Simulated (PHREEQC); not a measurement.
Dissolve 0.18 mol LiCl per kg of water at 16 °C. Closed to the air; pH follows from the charge balance.

All values are PHREEQC results (ion-association model, phreeqc.dat), not measurements.

No solid was allowed to form.

Estimate the activity of water, density, specific conductance.

activity of water 0.994; density 1.003 g/cm³; specific conductance 13300 µS/cm.
